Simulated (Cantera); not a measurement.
A closed system holds: 1 mol Si, 0.011 mol O2, 34 mol H2, at 10000 Pa.

Equilibrium computed with Cantera from the NASA thermochemical tables; the gas is ideal and each condensed phase is pure. Candidate condensed phases: H2O, Si, SiO2; 18 gas species. Mutual solubility and eutectic melting of coexisting phases are not modelled. The tables hold silica as quartz up to 1696 K and as liquid above; real silica turns to tridymite and cristobalite and melts near 1996 K. Gases not in the tables: Si2H6 and higher silanes. The numbers say what is thermodynamically allowed, not how fast it happens.

**Question.** Which condensed phases are stable at each of these points (T (K)): 1175, 1250, 1325, 1400, 1475, 1550, 1625, 1700, 1775, 1850, 1925, 2000?

**Answer.** 
```tsv
T (K)	condensed phases	Si condensed (%)
1175	Si(s) + SiO2(β-quartz)	100.0
1250	Si(s) + SiO2(β-quartz)	99.9
1325	Si(s) + SiO2(β-quartz)	99.5
1400	Si(s)	97.8
1475	Si(s)	97.8
1550	Si(s)	97.8
1625	Si(s)	97.8
1700	Si(l)	97.7
1775	Si(l)	97.6
1850	Si(l)	97.4
1925	Si(l)	96.8
2000	Si(l)	95.6
```

From 1175 K to 1325 K the condensed part is Si(s) + SiO2(β-quartz). From 1400 K to 1625 K the condensed part is Si(s). From 1700 K to 2000 K the condensed part is Si(l).
